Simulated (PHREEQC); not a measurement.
Model water analysis in mg/L, 20 °C, pH 2.49, pe 11.8: Na 118; K 96.3; Ca 518; Mg 72.4; Cl 509; S(6) as SO4 1760; Mn(2) 0.686; N(5) as NO3 0.648; Al 54.9; Si as SiO2 8.49; Pb 19.6; Sr 0.438.

Valence states are taken as typed.

Equilibrium calculation in PHREEQC: ion-association model, wateq4f.dat.

Each row changes one thing in this solution. This is a speciation only: nothing precipitates in the calculation.

```tsv
case	ionic strength (mol/kgw)	SO4-2 (mol/kgw)	Ca+2 (mol/kgw)	CaSO4 (mol/kgw)	Mg+2 (mol/kgw)	HSO4- (mol/kgw)	SI of Gypsum (CaSO4:2H2O)	SI of Quartz (SiO2)
as made	0.0597	0.0102	0.00932	0.00357	0.00210	0.00157	-0.14	+0.21
all concentrations times 2 at the same typed pH	0.111	0.0188	0.0174	0.00847	0.00388	0.00251	+0.24	+0.52
temperature from 20 to 85 °C at the same typed pH	0.0529	0.00641	0.00942	0.00331	0.00152	0.00493	-0.21	-0.60
Sr from 0.438 to 0.876 mg/L	0.0597	0.0102	0.00932	0.00357	0.00210	0.00157	-0.14	+0.21
```

Some of these states are supersaturated (in Anglesite, Quartz (slow to form), Gypsum, for instance). Constants without temperature data keep their 25 °C values here.
